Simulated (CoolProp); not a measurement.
Sulfur hexafluoride at 484.68 K and 0.526 MPa is throttled through a valve to 0.311 MPa with no heat exchange. Each further row changes one setting.

Computed with CoolProp (reference Helmholtz-energy equation of state, Guder 2009).

```
case                        temperature change (K)  final density (kg/m³)
--------------------------  ----------------------  ---------------------
as stated                                      ___                    ___
outlet pressure 0.0933 MPa                     ___                    ___
outlet pressure 0.404 MPa                      ___                    ___
```

**Question.** What belongs in the gaps?

**Answer.** 
- as stated, temperature change (K): -0.6
- as stated, final density (kg/m³): 11.4
- outlet pressure 0.0933 MPa, temperature change (K): -1.2
- outlet pressure 0.0933 MPa, final density (kg/m³): 3.40
- outlet pressure 0.404 MPa, temperature change (K): -0.3
- outlet pressure 0.404 MPa, final density (kg/m³): 14.8
